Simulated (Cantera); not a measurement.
Input: 1 mol SiCl4, 0.55 mol Cl2, 0.5 mol H2, equilibrated at 1302 °C and 1 atm.

These are equilibrium values from Cantera (NASA tables, ideal gas, pure condensed phases), not measurements of a reactor. Candidate condensed phases: Si; 19 gas species. The tables' values for SiCl3 are old estimates; treat these amounts as uncertain. Equilibrium is a limit: real reactors are often held back by kinetics, nucleation or transport.

Base state: HCl 0.485, SiCl4 0.484, Cl2 0.0181, Cl 0.0126, SiCl3 0.000303 (mole fractions); condensed: gas only.

### Question
What changes in the equilibrium state with this change: Cl2 from 0.55 to 1.5 mol?

### Answer
```
species    before    after
-------  --------  -------
HCl         0.485    0.325
SiCl4       0.484    0.325
Cl2        0.0181    0.299
Cl         0.0126   0.0514
SiCl3    0.000303  5.00e-5
```

### Question
What changes in the equilibrium state with this change: Cl2 from 0.55 to 0.58 mol?

### Answer
| species | before | after |
|---|---|---|
| HCl | 0.485 | 0.477 |
| SiCl4 | 0.484 | 0.477 |
| Cl2 | 0.0181 | 0.0301 |
| Cl | 0.0126 | 0.0163 |
| SiCl3 | 0.000303 | 0.000231 |
